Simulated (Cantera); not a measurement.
A closed system holds: 1 mol Nb₂O₅, 820 mol H₂, equilibrated at 850 K and 2.55 Torr.

Method: chemical equilibrium by Gibbs-energy minimisation in Cantera with the NASA 1993 tables (ideal gas, pure condensed phases). Candidate condensed phases: H₂O, Nb, NbO, NbO₂, Nb₂O₅; 12 gas species. Condensed phases not in the tables: the oxides between NbO₂ and Nb₂O₅. Equilibrium is a limit: real reactors are often held back by kinetics, nucleation or transport.

Base state: H₂ 0.999, H₂O 0.00122 (mole fractions); condensed: NbO₂(s).

Task: What changes in the equilibrium state with this change: temperature from 850 K to 1725 K?

Result: 
```tsv
species	before	after
H₂	0.999	0.993
H₂O	0.00122	0.00365
H	<1e-9	0.00317
NbO₂(s), mol	2.00	0
NbO(s), mol	0	2.00
```
NbO: taken at fixed stoichiometry.
